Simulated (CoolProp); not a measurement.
Vapour-liquid equilibrium of acetone (1) + cyclohexane (2) at 375.3 K; x and y are mole fractions of (1).

Values from CoolProp's multi-fluid Helmholtz-energy mixture model, Lemmon 2006 and Zhou 2014; pair parameters Bell 2016.

```
x      bubble pressure, mixture model (MPa)  bubble pressure, Raoult's law (MPa)  y, mixture model  y, Raoult's law
-----  ------------------------------------  -----------------------------------  ----------------  ---------------
0.05                                 0.2405                               0.1954             0.252            0.101
0.125                                0.2968                               0.2110             0.419            0.233
0.2                                       ?                               0.2266                 ?            0.347
0.275                                0.3559                               0.2422             0.555            0.447
0.35                                 0.3721                               0.2579             0.592            0.534
0.425                                     ?                               0.2735                 ?            0.611
0.5                                       ?                               0.2891             0.651            0.680
0.575                                     ?                               0.3048             0.680            0.742
0.65                                 0.4069                               0.3204             0.712            0.798
0.725                                0.4108                               0.3360             0.751            0.849
0.8                                  0.4120                               0.3516             0.797            0.895
0.875                                     ?                               0.3673             0.857            0.937
0.95                                 0.4020                               0.3829             0.934            0.976
```

### Question
What belongs in the gaps?

### Answer

- 0.2, bubble pressure, mixture model (MPa): 0.3324
- 0.2, y, mixture model: 0.503
- 0.425, bubble pressure, mixture model (MPa): 0.3842
- 0.425, y, mixture model: 0.622
- 0.5, bubble pressure, mixture model (MPa): 0.3936
- 0.575, bubble pressure, mixture model (MPa): 0.4011
- 0.875, bubble pressure, mixture model (MPa): 0.4096

The largest gap from Raoult's law is +46.9 % in bubble pressure, at x = 0.275. y crosses x between x = 0.725 and 0.8: the model has an azeotrope there.

The pair parameters rest on a limited set of measurements; away from them the model extrapolates.
